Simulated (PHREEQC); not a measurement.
A made-up water analysis in mg/L, 20 °C, pH 4.18, pe 9.6:

```tsv
constituent	mg/L
Na	102
K	2.25
Ca	103
Mg	42.9
Cl	42.4
S(6) as SO4	596
Mn(2)	3.83
Fe(3)	1.98
```

Valence states are taken as typed.

Equilibrium calculation in PHREEQC: ion-association model, phreeqc.dat.

**Question.** The ionic strength comes out as 0.0197 mol/kgw. What activity coefficients do Cl-, KSO4-, K+, H+, FeOH+2 get?

**Answer.** Cl- 0.87, KSO4- 0.88, K+ 0.87, H+ 0.89, FeOH+2 0.59.

No solid was allowed to form. Examples of supersaturated solids here: Jarosite-K, Fe(OH)3(a). Others may be too. Complexes and solids missing from the database can't appear.
